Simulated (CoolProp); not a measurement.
Vapour-liquid equilibrium of CH2F2 (R32) (1) + R1234ze(E) (2) at 7.45 °C; x and y are mole fractions of (1).

The numbers come from the multi-fluid Helmholtz-energy mixture model, Tillner-Roth 1997 and Thol 2016; pair parameters Bell 2023 in CoolProp.

### Question
Give the bubble pressure and the first vapour's composition at x = 0.55, 0.75, 0.95. Is there an azeotrope?

### Answer
x = 0.55: 0.7127 MPa, y = 0.783; x = 0.75: 0.8482 MPa, y = 0.887; x = 0.95: 0.9887 MPa, y = 0.978. No azeotrope shows between x = 0.05 and 0.95.

The pair parameters rest on a limited set of measurements; away from them the model extrapolates.
